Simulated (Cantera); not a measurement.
An isothermal, constant-pressure homogeneous reactor starts with NO : N2 = 1 : 0.37 (molar parts), at 2125 K and 100.0 Torr. Integrator tolerance rtol = 1e-08.

Cantera simulation using GRI-Mech 3.0 (53 species, 325 reactions); the numbers are that mechanism's predictions, not measurements.

Question: What does this change do: temperature 2125 to 1600 K?

Answer: 
| quantity | before | after |
|---|---|---|
| x(NO) at 2.00 s | 0.0532 (gas-phase equilibrium 0.0124) | 0.721 (gas-phase equilibrium 0.00230) |
| x(O) at 2.00 s | 0.00265 (gas-phase equilibrium 0.00272) | 4.38e-6 (gas-phase equilibrium 2.41e-5) |
| x(NO2) at 2.00 s | 3.47e-5 (gas-phase equilibrium 8.33e-6) | 0.000201 (gas-phase equilibrium 4.43e-6) |
| x(N2O) at 2.00 s | 1.05e-6 (gas-phase equilibrium 2.25e-7) | 0.000179 (gas-phase equilibrium 4.49e-8) |
| x(O2) at 2.00 s | 0.337 (gas-phase equilibrium 0.357) | 0.00421 (gas-phase equilibrium 0.364) |

Question: What does this change do: pressure from 100.0 Torr to 1.70 bar?

Answer: 
| quantity | before | after |
|---|---|---|
| x(NO) at 2.00 s | 0.0532 (gas-phase equilibrium 0.0124) | 0.0127 (gas-phase equilibrium 0.0124) |
| x(O) at 2.00 s | 0.00265 (gas-phase equilibrium 0.00272) | 0.000762 (gas-phase equilibrium 0.000763) |
| x(NO2) at 2.00 s | 3.47e-5 (gas-phase equilibrium 8.33e-6) | 3.07e-5 (gas-phase equilibrium 2.99e-5) |
| x(N2O) at 2.00 s | 1.05e-6 (gas-phase equilibrium 2.25e-7) | 8.09e-7 (gas-phase equilibrium 8.05e-7) |
| x(O2) at 2.00 s | 0.337 (gas-phase equilibrium 0.357) | 0.358 (gas-phase equilibrium 0.358) |
